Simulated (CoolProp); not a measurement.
A Linde-Hampson liquefier for ethane: isothermal reversible compression at 320 K from 1 atm to 40 MPa, throttling to 1 atm, return gas leaving the recuperator 2 K below the feed. Each further row changes one setting.

Computed with CoolProp (reference Helmholtz-energy equation of state, Bücker 2006).

```json
[
 {"case": "as stated", "liquid yield per pass": "0.458", "compression work (kJ/kg of gas)": "414"},
 {"case": "high pressure 80 MPa", "liquid yield per pass": "0.407", "compression work (kJ/kg of gas)": "499"},
 {"case": "warm-end temperature 350 K", "liquid yield per pass": "0.389", "compression work (kJ/kg of gas)": "482"},
 {"case": "warm-end gap 7 K", "liquid yield per pass": "0.451", "compression work (kJ/kg of gas)": "414"}
]
```
